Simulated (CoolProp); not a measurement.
Vapour-liquid equilibrium of dimethyl ether (1) + n-pentane (2) at 0.00489 MPa; x and y are mole fractions of (1).

Values from CoolProp's multi-fluid Helmholtz-energy mixture model, Wu 2011 and Thol 2019; pair parameters Bell 2016.

Problem. Give the bubble temperature and the first vapour's composition at x = 0.05, 0.45, 0.85. Is there an azeotrope?

Solution. x = 0.05: 235.5 K, y = 0.385; x = 0.45: 201.2 K, y = 0.979; x = 0.85: 196.9 K, y = 0.992. No azeotrope shows between x = 0.05 and 0.95.

The pair parameters rest on a limited set of measurements; away from them the model extrapolates. The gap from Raoult's law changes sign with composition, which may be real or a fault of the pair parameters; it wasn't checked against measurements.
